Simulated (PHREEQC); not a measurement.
# Reverse-osmosis reject

Model water analysis in mmol/kgw, 25 °C, pH 8.33, pe 10.1: Na 71; K 0.354; Ca 2.59; Mg 5.65; Cl 86.4; S(6) 0.254; Alkalinity (meq/kgw) 0.145; Zn 0.0113.

Valence states are taken as typed.

Model: ion-association model, wateq4f.dat, run in PHREEQC.

This is a speciation only: nothing precipitates in the calculation.

Problem. Estimate the charge-balance error.

Solution. charge-balance error 0.5 %.

Problem. In which forms is C present?

Solution. HCO3- 88 %, MgHCO3+ 2.4 %, NaHCO3 2.1 %, CO3-2 1.8 %, MgCO3 1.5 %, CaCO3 1.2 % of the C.
